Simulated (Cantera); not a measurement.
**MgO + H₂S + N₂ (roasting and sulfation)**

Charge: 1 mol MgO, 1.3 mol H₂S, 29 mol N₂, at 13300 Pa.

Cantera equilibrium calculation (NASA polynomials, part measured and part estimated; ideal gas, pure solids and liquids). Candidate condensed phases: H₂O, H₂SO₄, Mg, MgO, Mg(OH)₂, MgS, MgSO₄, S; 43 gas species. Mutual solubility and eutectic melting of coexisting phases are not modelled. Gases not in the tables: S₃ to S₇. Kinetics and transport are ignored.

From 827 °C to 1527 °C the condensed part is MgO(s) + MgS(s).

```tsv
T (°C)	log p N₂	log p H₂	log p H₂S	log p S₂	log p H₂O	log p SH	n MgO(s)	n MgS(s)
827	-0.90	-2.68	-2.47	-2.98	-3.69	-5.57	0.953	0.0469
927	-0.90	-2.53	-2.60	-2.83	-3.69	-5.12	0.953	0.0472
1027	-0.90	-2.43	-2.76	-2.74	-3.73	-4.77	0.957	0.0429
1127	-0.90	-2.37	-2.92	-2.67	-3.80	-4.50	0.964	0.0364
1227	-0.90	-2.33	-3.09	-2.64	-3.89	-4.27	0.970	0.0299
1327	-0.90	-2.31	-3.25	-2.61	-3.98	-4.09	0.976	0.0242
1427	-0.90	-2.29	-3.41	-2.60	-4.08	-3.94	0.980	0.0184
1527	-0.90	-2.29	-3.55	-2.59	-4.17	-3.80	0.983	0.00449
```
log p: log10 of the partial pressure in bar; n: condensed amount in mol.
